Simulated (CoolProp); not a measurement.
Vapour-liquid equilibrium of R22 (1) + dimethyl ether (2) at 0.00342 MPa; x and y are mole fractions of (1).

The numbers come from the multi-fluid Helmholtz-energy mixture model, Kamei 1995 and Wu 2011; pair parameters Bell 2016 in CoolProp.

```tsv
x	bubble temperature (°C)	y at the bubble point	dew temperature at overall composition x (°C)	liquid density (mol/L)
0.05	-81.8	0.031	-81.7	17.60
0.15	-81.3	0.115	-81.2	17.64
0.25	-81.0	0.236	-81.0	17.69
0.35	-81.1	0.399	-81.0	17.73
0.45	-82.0	0.586	-81.3	17.79
0.55	-83.8	0.760	-81.8	17.85
0.65	-86.2	0.885	-82.5	17.92
0.75	-88.9	0.956	-83.6	17.98
0.85	-91.5	0.987	-85.3	18.02
0.95	-93.4	0.998	-88.6	18.01
```

y crosses x between x = 0.25 and 0.35: the model has an azeotrope there.

The pair parameters rest on a limited set of measurements; away from them the model extrapolates.
